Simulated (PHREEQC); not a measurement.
A solution holds 0.0039 mol/kgw CuCl2, 0.28 mol/kgw H2SO4 and 0.0017 mol/kgw NaCl, at 65 °C. Closed to the air; pH follows from the charge balance.

Computed with PHREEQC (ion-association model, phreeqc.dat).

```json
{
  "pH": "0.65",
  "ionic_strength": "0.321 mol/kgw",
  "activity_of_water": "0.990",
  "specific_conductance": "180000 µS/cm",
  "density": "0.997 g/cm³",
  "total_alkalinity": "-560 meq/kg"
}
```

| species | molality | activity | log γ |
|---|---|---|---|
| H+ | 0.295 | 0.226 | -0.115 |
| HSO4- | 0.265 | 0.189 | -0.146 |
| SO4-2 | 0.0144 | 0.00319 | -0.654 |
| Cl- | 0.00938 | 0.00621 | -0.180 |
| Cu+2 | 0.00315 | 0.000821 | -0.584 |
| Na+ | 0.00167 | 0.00118 | -0.150 |
| CuSO4 | 0.000633 | 0.000682 | 0.032 |
| CuCl+ | 0.000116 | 7.71e-5 | -0.178 |
| NaSO4- | 3.37e-5 | 2.36e-5 | -0.154 |
| CuCl2 | 3.49e-7 | 3.76e-7 | 0.032 |

No solid was allowed to form. Species that the database lacks are ignored. Away from 25 °C the constants follow the database's enthalpies or fits; those with neither stay at their 25 °C values.
